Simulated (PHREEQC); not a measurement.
Consider water at 45 °C with 0.0018 mol PbCl2 and 0.066 mol HNO3 per kg of water. Closed to the air; pH follows from the charge balance.

All values are PHREEQC results (ion-association model, wateq4f.dat), not measurements.

```csv
quantity,before,after
pH,1.26,5.32
ionic strength (mol/kgw),0.0703,0.00491
```

### Question
Which change was made?
(A) diluted 10-fold with water
(B) 0.002 mol/kgw HBr added
(C) HNO3 from 0.066 to 0.0726 mol/kgw
(D) PbCl2 replaced by AlCl3 at the same molality
(E) HNO3 left out

### Answer
E, HNO3 left out

Precipitation was switched off in this run. Some of these states are supersaturated (in Pb(OH)2, for instance). Constants without temperature data keep their 25 °C values here.
